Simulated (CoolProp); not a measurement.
The fluoroketone C6F12O (FK-5-1-12) along the isobar 1.98 MPa: density (kg/m³) from the reference equation and from simpler models built on Tc = 441.8 K, pc = 1.869 MPa, ω = 0.471; each cubic takes its own stable root.

Computed with CoolProp (reference Helmholtz-energy equation of state, McLinden 2015).

```json
[
 {"T (K)": "277.6", "phase": "liquid", "reference": "1670", "Redlich-Kwong": "___", "Peng-Robinson": "1722"},
 {"T (K)": "294.8", "phase": "liquid", "reference": "1621", "Redlich-Kwong": "1401", "Peng-Robinson": "1678"},
 {"T (K)": "312.1", "phase": "liquid", "reference": "1570", "Redlich-Kwong": "1352", "Peng-Robinson": "1628"},
 {"T (K)": "329.4", "phase": "liquid", "reference": "1516", "Redlich-Kwong": "1299", "Peng-Robinson": "1571"},
 {"T (K)": "346.6", "phase": "liquid", "reference": "1460", "Redlich-Kwong": "___", "Peng-Robinson": "1507"},
 {"T (K)": "363.9", "phase": "liquid", "reference": "1398", "Redlich-Kwong": "1178", "Peng-Robinson": "1434"},
 {"T (K)": "381.1", "phase": "liquid", "reference": "1329", "Redlich-Kwong": "1108", "Peng-Robinson": "1348"},
 {"T (K)": "398.4", "phase": "liquid", "reference": "1251", "Redlich-Kwong": "___", "Peng-Robinson": "1244"},
 {"T (K)": "415.7", "phase": "liquid", "reference": "1154", "Redlich-Kwong": "925.3", "Peng-Robinson": "1111"},
 {"T (K)": "432.9", "phase": "liquid", "reference": "1012", "Redlich-Kwong": "786.1", "Peng-Robinson": "___"},
 {"T (K)": "450.2", "phase": "supercritical", "reference": "___", "Redlich-Kwong": "370.5", "Peng-Robinson": "362.0"}
]
```

What belongs in the gaps?


- 277.6, Redlich-Kwong: 1446
- 346.6, Redlich-Kwong: 1242
- 398.4, Redlich-Kwong: 1026
- 432.9, Peng-Robinson: 916.4
- 450.2, reference: 357.8
